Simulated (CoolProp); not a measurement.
Vapour-liquid equilibrium of CH2F2 (R32) (1) + R236FA (2) at 0.653 MPa; x and y are mole fractions of (1).

Values from CoolProp's multi-fluid Helmholtz-energy mixture model, Tillner-Roth 1997 and Pan 2012; pair parameters Bell 2016.

```csv
x,bubble temperature (°C),y at the bubble point,dew temperature at overall composition x (°C),liquid density (mol/L)
0.05,48.6,0.161,?,8.612
0.125,40.7,0.362,?,9.201
0.2,33.5,0.517,47.2,?
0.275,27.1,0.634,44.3,?
0.35,21.5,0.722,41.2,11.16
0.425,16.6,0.788,37.9,?
0.5,12.4,0.839,34.4,?
0.575,8.6,0.878,30.5,13.56
0.65,5.3,0.909,26.2,14.50
0.725,2.3,0.935,21.3,15.55
0.8,-0.4,0.956,15.7,16.73
0.875,-2.9,0.975,8.9,18.06
0.95,-5.2,0.990,?,19.58
```

Task: Complete the blanks.

Result: 
- 0.05, dew temperature at overall composition x (°C): 52.5
- 0.125, dew temperature at overall composition x (°C): 49.9
- 0.2, liquid density (mol/L): 9.820
- 0.275, liquid density (mol/L): 10.47
- 0.425, liquid density (mol/L): 11.90
- 0.5, liquid density (mol/L): 12.69
- 0.95, dew temperature at overall composition x (°C): 0.4

No azeotrope shows between x = 0.05 and 0.95.

The pair parameters rest on a limited set of measurements; away from them the model extrapolates.
